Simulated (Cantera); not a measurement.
# Ignition delay

Mixture: 17.4 % CH4, 17.4 % O2, 65.3 % N2, at 5.00 bar, adiabatic and at constant volume. Ignition delay is the time to a rise of 400 K.

Model: GRI-Mech 3.0 (53 species, 325 reactions), integrated in Cantera.

| T0 (K) | delay (ms) |
|---|---|
| 1025 | 169 |
| 1100 | 54.5 |
| 1175 | 19.1 |
| 1250 | 7.21 |
| 1325 | 2.91 |
| 1400 | 1.24 |
| 1475 | 0.550 |

```yaml
apparent activation energy between 1325 and 1475 K: 180 kJ/mol
```
